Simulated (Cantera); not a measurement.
What does this Cantera script print?

```python
import numpy as np
import cantera as ct

gas_names = """
    Fe FeO Fe(OH)2 H HO2 H2 H2O H2O2 H2S H2SO4 O OH O2 O3 S SH SO SO2 SO3 S2 S2O S8
""".split()
cond_names = """
    Fe(a) Fe(c) Fe(d) Fe(L) FeO(s) FeO(L) Fe(OH)2(s) Fe(OH)3(s) FeS(a) FeS(b) FeS(c) FeS(L) FeSO4(s)
    FeS2(s) Fe2O3(s) Fe2S3O12(s) Fe3O4(s) H2O(s) H2O(L) H2SO4(L) S(cr1) S(cr2) S(L)
""".split()


# ... load() reads the species with a 1 bar reference pressure and builds the phases ...
atoms = {
    'FeS2': {'Fe': 1, 'S': 2},
    'H2S': {'H': 2, 'S': 1},
    'H2O': {'H': 2, 'O': 1},
}
top_T = {'FeSO4(s)': 950, 'FeS2(s)': 1010, 'Fe2O3(s)': 1830, 'Fe2S3O12(s)': 1100, 'Fe3O4(s)': 1870}  # K; cautious upper limits of use, not melting points


# ... equilibrate(T, P, feed) seeds the gas with the atoms and calls Mixture.equilibrate('TP', solver="vcs", rtol=1e-11, max_steps=5000) ...
results = []
feed = {'FeS2': 1, 'H2S': 1.3, 'H2O': 1.3}  # mol
P = 4000  # Pa
for T in [650, 700, 750, 800, 850, 900, 950, 1000, 1050, 1100, 1150]:
    mix = equilibrate(T, P, feed)
    results.append((T, P, feed, dict(zip(mix.species_names, mix.species_moles))))

top = {s: max(r[3][s] / sum(r[3][g] for g in gas_names) for r in results) for s in gas_names}
cols = sorted((s for s in top if top[s] > 0.0001), key=lambda s: -top[s])[:9]
seen = [c for c in cond_names if any(r[3].get(c, 0) > 1e-12 for r in results)]
print("log10 of partial pressures in bar; condensed amounts in mol")
print(f"{'T/K':>10s}" + "".join(f"{s[:9]:>10s}" for s in cols + seen))
for T, P, feed, n in results:
    ng = sum(n[g] for g in gas_names)
    print(f"{T:10.4g}" + "".join(f"{np.log10(max(n[s] / ng * P / 1e5, 1e-99)):10.3f}" for s in cols)
          + "".join(f"{n.get(c, 0):10.4g}" for c in seen))
```

Result:

```
log10 of partial pressures in bar; condensed amounts in mol
       T/K       H2O       H2S        S2        H2       SO2       S2O        SH    FeS(c)   FeS2(s)
       650    -1.699    -1.701    -4.435    -4.120    -6.103    -7.500    -9.468         0         1
       700    -1.700    -1.703    -4.097    -3.784    -5.866    -7.151    -8.701         0         1
       750    -1.701    -1.708    -3.805    -3.494    -5.657    -6.848    -8.037         0         1
       800    -1.702    -1.715    -3.550    -3.241    -5.471    -6.581    -7.458         0         1
       850    -1.714    -1.725    -2.916    -3.226    -4.701    -5.736    -6.846    0.1274    0.8726
       900    -1.785    -1.780    -2.194    -3.337    -3.811    -4.763    -6.285         1         0
       950    -1.786    -1.794    -2.181    -3.084    -3.907    -4.813    -5.924         1         0
      1000    -1.788    -1.813    -2.164    -2.864    -3.975    -4.845    -5.601         1         0
      1050    -1.792    -1.840    -2.144    -2.677    -4.013    -4.859    -5.311         1         0
      1100    -1.797    -1.875    -2.121    -2.520    -4.021    -4.854    -5.053         1         0
      1150    -1.803    -1.918    -2.097    -2.389    -4.003    -4.835    -4.822         1         0
```

Cantera equilibrium calculation (NASA polynomials, part measured and part estimated; ideal gas, pure solids and liquids). FeS: taken at fixed stoichiometry. Gases not in the tables: S3 to S7.
